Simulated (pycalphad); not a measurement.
An equivalent pycalphad script:

```python
from pycalphad import Database, equilibrium, calculate, variables as v
import numpy as np
db = Database('COST507.tdb')
comps = ['AL', 'SI', 'MN', 'VA']
phases = ['AL11MN4', 'AL12MN', 'AL4MN', 'AL6MN', 'AL8MN5_D810', 'ALMNSI_ALPHA', 'ALMNSI_BETA', 'ALMNSI_DELTA', 'BCC_A2', 'CBCC_A12', 'CUB_A13', 'DIAMOND_A4', 'FCC_A1', 'HCP_A3', 'LIQUID', 'MN11SI19', 'MN3SI', 'MN5SI3', 'MN6SI', 'MN9SI2', 'MNSI']
eq = equilibrium(db, comps, phases, {v.X('SI'): 0.0605, v.X('MN'): 0.0068, v.T: np.arange(1850, 499, -25), v.P: 101325, v.N: 1}, output=['HM', 'SM'])
```

Source of the numbers: pycalphad with the COST 507 light-alloy database (1999); pressure 1 atm. The database dates from 1999; later assessments differ in places, in temperatures and in the compounds included. Amounts are mole fractions of atoms.

Results at three of the temperatures:

```
T = 1650.00 K, P = 101325 Pa, N = 1 mol of atoms
G = -98883 J/mol, H = 52479 J/mol, S = 91.73 J/(mol K)  (SER reference)
chemical potentials (J/mol): Al -97080, Si -115394, Mn -199250
phase             fraction      x(Al)      x(Si)      x(Mn)
LIQUID              1.0000     0.9327     0.0605     0.0068
```

```
T = 1600.00 K, P = 101325 Pa, N = 1 mol of atoms
G = -94320 J/mol, H = 50899 J/mol, S = 90.76 J/(mol K)  (SER reference)
chemical potentials (J/mol): Al -92600, Si -109689, Mn -193556
phase             fraction      x(Al)      x(Si)      x(Mn)
LIQUID              1.0000     0.9327     0.0605     0.0068
```

```
T = 775.00 K, P = 101325 Pa, N = 1 mol of atoms
G = -29050 J/mol, H = 12406 J/mol, S = 53.49 J/(mol K)  (SER reference)
chemical potentials (J/mol): Al -28862, Si -20446, Mn -131463
phase             fraction      x(Al)      x(Si)      x(Mn)
FCC_A1              0.9129     0.9921     0.0078    0.00011
DIAMOND_A4          0.0486   1.91e-07     1.0000       none
ALMNSI_ALPHA        0.0385     0.7001     0.1260     0.1739
```

Changes of the phase set, refined by bisection:

| T (°C) | phases above | phases below |
|---|---|---|
| 658.9 | LIQUID | ALMNSI_ALPHA + LIQUID |
| 621.8 | ALMNSI_ALPHA + LIQUID | ALMNSI_ALPHA + FCC_A1 + LIQUID |
| 576.4 | ALMNSI_ALPHA + FCC_A1 + LIQUID | ALMNSI_ALPHA + DIAMOND_A4 + FCC_A1 |

Database names, with the compositions (at.%) that they take in these runs: ALMNSI_ALPHA: Al 70 Mn 17 Si 12. FCC_A1 is fcc; DIAMOND_A4 is diamond (Si). An entry "none" or "no" means that the model of the phase leaves that element out.
